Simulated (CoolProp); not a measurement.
Saturation properties of carbonyl sulfide (Tc = 378.8 K, pc = 6369 kPa, ω = 0.098).

Model: reference Helmholtz-energy equation of state, Lemmon 2006, in CoolProp. It is a short technical equation, of lower accuracy than the large ones.

```csv
T (K),p (kPa),liquid density (kg/m³),enthalpy of vaporisation (kJ/kg),liquid cp (kJ/(kg K)),vapour Z,surface tension (mN/m)
288.8,1009,1017,255.1,1.329,0.8601,9.59
295.8,1208,997.1,247.7,1.359,[?],8.56
302.8,1435,976.5,239.8,1.393,0.8212,7.56
309.8,1692,954.9,231.2,1.433,0.7993,6.60
316.8,1980,932.1,222.0,1.482,[?],5.67
323.8,2302,907.9,212.1,[?],0.7496,4.79
330.9,2666,881.6,[?],1.616,0.7210,3.95
337.9,3064,[?],189.0,1.714,0.6900,[?]
344.9,3504,822.8,175.5,1.847,0.6557,2.43
```

### Question
Some entries are withheld; supply them.

### Answer

- 295.8, vapour Z: 0.8414
- 316.8, vapour Z: 0.7755
- 323.8, liquid cp (kJ/(kg K)): 1.541
- 330.9, enthalpy of vaporisation (kJ/kg): 201.0
- 337.9, liquid density (kg/m³): 853.6
- 337.9, surface tension (mN/m): 3.16

It boils at 223.0 K under 1 atm.

Surface tension comes from a separate correlation (Mulero 2012).
